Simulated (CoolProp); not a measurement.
Saturation properties of R134a (Tc = 101.1 °C, pc = 4.059 MPa, ω = 0.327).

Values from CoolProp's reference Helmholtz-energy equation of state, Tillner-Roth 1994.

```
T (°C)  p (MPa)  enthalpy of vaporisation (kJ/kg)  liquid cp (kJ/(kg K))  surface tension (mN/m)  vapour viscosity (µPa s)  liquid conductivity (mW/(m K))
------  -------  --------------------------------  ---------------------  ----------------------  ------------------------  ------------------------------
-10.85   0.1940                             206.6                  1.314                    13.0                      10.3                            96.9
-2.75    0.2647                             200.7                  1.334                    11.8                      10.6                             ___
5.45     0.3552                             194.4                  1.356                    10.7                      10.9                             ___
13.55    0.4660                             187.8                  1.382                    9.56                      11.2                            86.1
21.75    0.6033                             180.7                  1.412                    8.46                      11.6                            82.5
29.85    0.7669                             173.2                  1.446                     ___                      11.9                            79.1
38.05    0.9645                             165.1                  1.487                    6.36                      12.3                            75.6
46.15     1.195                             156.3                  1.538                     ___                      12.7                            72.1
54.35     1.468                             146.5                  1.603                    4.39                      13.2                            68.6
62.45     1.781                             135.7                  1.689                    3.46                      13.8                            65.0
70.65     2.148                             123.3                  1.816                    2.57                      14.5                            61.4
78.75     2.564                             108.9                  2.021                    1.75                      15.6                            57.7
86.95     3.047                             90.77                  2.445                   0.993                      17.2                            54.0
```

Problem. Some entries are withheld; supply them.

Solution. 
- -2.75, liquid conductivity (mW/(m K)): 93.2
- 5.45, liquid conductivity (mW/(m K)): 89.6
- 29.85, surface tension (mN/m): 7.40
- 46.15, surface tension (mN/m): 5.36

It boils at -26.1 °C under 1 atm.

Viscosity comes from a separate model (Huber 2003), an estimate that may be off by 10 % or more. Thermal conductivity comes from a separate model (McLinden 2000), an estimate that may be off by 10 % or more. Surface tension comes from a separate correlation (Mulero 2012).
